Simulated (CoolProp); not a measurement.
Hexamethyldisiloxane (MM) along the isotherm 319.35 °C: Z from the reference equation and from simpler models built on Tc = 245.6 °C, pc = 19.31 bar, ω = 0.418; each cubic takes its own stable root.

Model: reference Helmholtz-energy equation of state, Thol 2016, in CoolProp.

```json
[
 {"p (bar)": "7.43", "phase": "gas", "reference": "0.9119"},
 {"p (bar)": "14.9", "phase": "gas", "reference": "0.8192"},
 {"p (bar)": "22.3", "phase": "supercritical", "reference": "0.7268"},
 {"p (bar)": "29.7", "phase": "supercritical", "reference": "0.6366"},
 {"p (bar)": "37.1", "phase": "supercritical", "reference": "0.5579"},
 {"p (bar)": "44.6", "phase": "supercritical", "reference": "0.5137"},
 {"p (bar)": "52", "phase": "supercritical", "reference": "0.5121"},
 {"p (bar)": "59.4", "phase": "supercritical", "reference": "0.5326"},
 {"p (bar)": "66.8", "phase": "supercritical", "reference": "0.5626"},
 {"p (bar)": "74.3", "phase": "supercritical", "reference": "0.5974"},
 {"p (bar)": "81.7", "phase": "supercritical", "reference": "0.6339"},
 {"p (bar)": "89.1", "phase": "supercritical", "reference": "0.6714"},
 {"p (bar)": "96.6", "phase": "supercritical", "reference": "0.7101"}
]
```

Q: How far does each simpler model (Redlich-Kwong, Soave-Redlich-Kwong) lie from the reference over these 13 states: mean and median of the absolute difference, and the worst?

A: 
- Redlich-Kwong: mean 3.3 %, median 1.9 %, worst -10.6 % at 319.35 °C and 37.1 bar
- Soave-Redlich-Kwong: mean 8.0 %, median 8.5 %, worst +13.8 % at 319.35 °C and 52 bar
